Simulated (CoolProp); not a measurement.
Vinyl chloride along the isotherm 156.85 °C: fugacity coefficient from the reference equation and from simpler models built on Tc = 151.9 °C, pc = 5600 kPa, ω = 0.160; each cubic takes its own stable root.

Model: reference Helmholtz-energy equation of state, Thol 2022, in CoolProp.

```
p (kPa)          phase  reference
-------  -------------  ---------
88.5               gas     0.9951
182                gas     0.9899
373                gas     0.9793
767                gas     0.9575
1570               gas     0.9133
3230               gas     0.8219
6640     supercritical     0.6106
13600    supercritical     0.3649
28000    supercritical     0.2533
```

Q: How far does each simpler model (van der Waals, Redlich-Kwong, Soave-Redlich-Kwong) lie from the reference over these 9 states: mean and median of the absolute difference, and the worst?

A: 
- van der Waals: mean 5.2 %, median 0.7 %, worst +28.2 % at 156.85 °C and 28000 kPa
- Redlich-Kwong: mean 1.2 %, median 0.3 %, worst +6.4 % at 156.85 °C and 28000 kPa
- Soave-Redlich-Kwong: mean 1.3 %, median 0.2 %, worst +7.0 % at 156.85 °C and 28000 kPa
